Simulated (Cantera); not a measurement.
Premixed flame

A freely propagating, adiabatic, planar premixed flame of 32.2 % CO, 1.35 % H2, 14.0 % O2, 52.5 % N2, unburnt at 350 K and 760000 Pa; unity-Lewis-number transport, grid criteria slope 0.08 and curve 0.16, no radiation.

Model: GRI-Mech 3.0 (53 species, 325 reactions), integrated in Cantera. The hydrogen kinetics of GRI-Mech 3.0 are dated; newer H2 mechanisms differ, most at raised pressure. Unity Lewis numbers drop preferential diffusion, which matters most where H2 and H carry the flame. Burning velocities carry a grid error of a few per cent, more on coarse grids.

| z (mm) | T (K) | u (m/s) | x CO | x H2 | x O2 | x NO2 | x NO | x H |
|---|---|---|---|---|---|---|---|---|
| -0.274 | 350 | 0.331 | 0.322 | 0.0135 | 0.140 | <1e-8 | <1e-8 | <1e-8 |
| -0.183 | 350 | 0.331 | 0.322 | 0.0135 | 0.140 | <1e-8 | <1e-8 | <1e-8 |
| -0.137 | 353 | 0.333 | 0.322 | 0.0135 | 0.140 | 5.27e-8 | <1e-8 | <1e-8 |
| -0.0915 | 369 | 0.348 | 0.320 | 0.0134 | 0.139 | 3.51e-7 | 7.71e-8 | <1e-8 |
| -0.0457 | 600 | 0.559 | 0.302 | 0.0113 | 0.128 | 3.27e-6 | 2.50e-6 | 2.82e-8 |
| -0.0229 | 1010 | 0.920 | 0.264 | 0.00717 | 0.106 | 1.89e-6 | 1.45e-5 | 6.23e-5 |
| 0 | 1516 | 1.34 | 0.204 | 0.00185 | 0.0710 | 2.37e-7 | 3.64e-5 | 0.00176 |
| 0.0229 | 1832 | 1.58 | 0.159 | 0.000969 | 0.0453 | 2.24e-7 | 6.37e-5 | 0.00331 |
| 0.0457 | 2001 | 1.70 | 0.136 | 0.00105 | 0.0338 | 2.37e-7 | 8.94e-5 | 0.00317 |
| 0.0915 | 2167 | 1.82 | 0.117 | 0.000974 | 0.0247 | 2.78e-7 | 0.000131 | 0.00201 |
| 0.183 | 2301 | 1.91 | 0.101 | 0.000820 | 0.0172 | 3.17e-7 | 0.000197 | 0.00111 |
| 0.366 | 2400 | 1.98 | 0.0883 | 0.000698 | 0.0112 | 3.14e-7 | 0.000301 | 0.000628 |
| 0.732 | 2466 | 2.02 | 0.0794 | 0.000616 | 0.00681 | 2.72e-7 | 0.000450 | 0.000381 |
x: mole fraction of selected species; z is measured from the peak of heat release.

```yaml
laminar_burning_velocity: 33.1 cm/s
thermal_thickness: 0.0915 mm
peak x(H): 0.00341
grid_points: 109
```
